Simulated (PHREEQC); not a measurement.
1 kg of water holding 0.026 mol/kgw MgCl2 meets 20 L of dry gas (N2 0.68, O2 0.32 by moles) at fixed total pressure, at 5 atm; fugacities by Peng-Robinson. The gases take part in no redox reaction, some water evaporates into the gas, and hydrates or a liquid gas phase aren't modelled. Nothing may precipitate in this run.

Model: ion-association model, phreeqc.dat, run in PHREEQC.

```json
[
 {"T (°C)": "10", "dissolved N2 (mol/kgw)": "0.00282", "φ of N2": "0.997", "p of N2 (atm)": "3.39", "dissolved O2 (mol/kgw)": "0.00266", "φ of O2": "0.994", "p of O2 (atm)": "1.59"},
 {"T (°C)": "20", "dissolved N2 (mol/kgw)": "0.00237", "φ of N2": "0.998", "p of N2 (atm)": "3.38", "dissolved O2 (mol/kgw)": "0.00216", "φ of O2": "0.995", "p of O2 (atm)": "1.59"},
 {"T (°C)": "30", "dissolved N2 (mol/kgw)": "0.00206", "φ of N2": "0.998", "p of N2 (atm)": "3.37", "dissolved O2 (mol/kgw)": "0.00183", "φ of O2": "0.996", "p of O2 (atm)": "1.59"},
 {"T (°C)": "40", "dissolved N2 (mol/kgw)": "0.00183", "φ of N2": "0.999", "p of N2 (atm)": "3.35", "dissolved O2 (mol/kgw)": "[?]", "φ of O2": "0.996", "p of O2 (atm)": "1.58"},
 {"T (°C)": "50", "dissolved N2 (mol/kgw)": "[?]", "φ of N2": "0.999", "p of N2 (atm)": "3.32", "dissolved O2 (mol/kgw)": "0.00142", "φ of O2": "0.996", "p of O2 (atm)": "1.56"},
 {"T (°C)": "60", "dissolved N2 (mol/kgw)": "[?]", "φ of N2": "1.000", "p of N2 (atm)": "3.26", "dissolved O2 (mol/kgw)": "[?]", "φ of O2": "0.997", "p of O2 (atm)": "1.54"},
 {"T (°C)": "70", "dissolved N2 (mol/kgw)": "0.00145", "φ of N2": "1.000", "p of N2 (atm)": "3.19", "dissolved O2 (mol/kgw)": "0.00119", "φ of O2": "0.997", "p of O2 (atm)": "1.50"},
 {"T (°C)": "80", "dissolved N2 (mol/kgw)": "0.00137", "φ of N2": "1.001", "p of N2 (atm)": "3.08", "dissolved O2 (mol/kgw)": "0.00111", "φ of O2": "0.997", "p of O2 (atm)": "1.45"},
 {"T (°C)": "90", "dissolved N2 (mol/kgw)": "0.00130", "φ of N2": "1.002", "p of N2 (atm)": "2.92", "dissolved O2 (mol/kgw)": "0.00103", "φ of O2": "0.997", "p of O2 (atm)": "1.38"}
]
```

Q: Complete the blanks.

A: 
- 40, dissolved O2 (mol/kgw): 0.00159
- 50, dissolved N2 (mol/kgw): 0.00167
- 60, dissolved N2 (mol/kgw): 0.00155
- 60, dissolved O2 (mol/kgw): 0.00129

Away from 25 °C the constants follow the database's enthalpies or fits; those with neither stay at their 25 °C values.
